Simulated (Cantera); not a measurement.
What does this Cantera script print?

```python
import numpy as np
import cantera as ct

gas_names = """
    CL CL2 H HCL H2 Si SiCL SiCL2 SiCL3 SiCL4 SiH SiHCL3 SiH2 SiH2CL2 SiH3 SiH3CL SiH4 Si2 Si3
""".split()
cond_names = """
    Si(cr) Si(L)
""".split()


# ... load() reads the species with a 1 bar reference pressure and builds the phases ...
atoms = {
    'SiH2Cl2': {'Si': 1, 'H': 2, 'CL': 2},
    'Cl2': {'CL': 2},
    'H2': {'H': 2},
}
top_T = {}  # K; cautious upper limits of use, not melting points


# ... equilibrate(T, P, feed) seeds the gas with the atoms and calls Mixture.equilibrate('TP', solver="vcs", rtol=1e-11, max_steps=5000) ...
results = []
feed = {'SiH2Cl2': 1, 'Cl2': 0.035, 'H2': 120}  # mol
T = 923.15  # K
P = 133.322  # Pa
mix = equilibrate(T, P, feed)
results.append((T, P, feed, dict(zip(mix.species_names, mix.species_moles))))
print(gas.report(threshold=0.0001))
for i in range(1, mix.n_phases):
    print(f"{mix.phase(i).name:16s} {mix.phase_moles(i):12.5e} mol")
```

It prints:

```
       temperature   923.15 K
          pressure   133.32 Pa
           density   4.6157e-05 kg/m^3
  mean mol. weight   2.6573 kg/kmol
   phase of matter   gas

                          1 kg             1 kmol
                     ---------------   ---------------
          enthalpy        6.1811e+06        1.6425e+07  J
   internal energy        3.2926e+06        8.7495e+06  J
           entropy             83000        2.2055e+05  J/K
    Gibbs function        -7.044e+07       -1.8718e+08  J
 heat capacity c_p             11359             30183  J/K
 heat capacity c_v            8229.7             21869  J/K

                      mass frac. Y      mole frac. X     chem. pot. / RT
                     ---------------   ---------------   ---------------
               HCL           0.14148          0.010312           -47.301
                H2           0.74942           0.98781           -23.943
             SiCL2         0.0057635        0.00015472           -74.161
             SiCL4          0.078057         0.0012209           -144.82
            SiHCL3          0.021279        0.00041748           -121.46
     [  +14 minor]         0.0040014        8.2637e-05

Si(cr)            7.71476e-01 mol
```

Method: chemical equilibrium by Gibbs-energy minimisation in Cantera with the NASA 1993 tables (ideal gas, pure condensed phases). The tables' values for SiCl3 are old estimates; treat these amounts as uncertain.
